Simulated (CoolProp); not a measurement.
Vapour-liquid equilibrium of R113 (1) + acetone (2) at 277.6 K; x and y are mole fractions of (1).

The numbers come from the multi-fluid Helmholtz-energy mixture model, Marx 1992 and Lemmon 2006; pair parameters Bell 2016 in CoolProp.

```tsv
x	bubble pressure (bar)	y at the bubble point	dew pressure at overall composition x (bar)	liquid density (mol/L)
0.05	___	0.186	0.1221	13.50
0.2	0.1765	0.443	0.1392	12.40
0.35	0.1956	___	0.1609	___
0.5	0.2048	0.619	0.1868	10.63
0.65	0.2087	0.678	0.2075	___
0.8	0.2075	0.757	0.2048	9.304
0.95	0.1952	0.908	0.1910	___
```

What belongs in the gaps?


- 0.05, bubble pressure (bar): 0.1375
- 0.35, y at the bubble point: 0.552
- 0.35, liquid density (mol/L): 11.45
- 0.65, liquid density (mol/L): 9.923
- 0.95, liquid density (mol/L): 8.764

y crosses x between x = 0.65 and 0.8: the model has an azeotrope there.

The pair parameters rest on a limited set of measurements; away from them the model extrapolates.
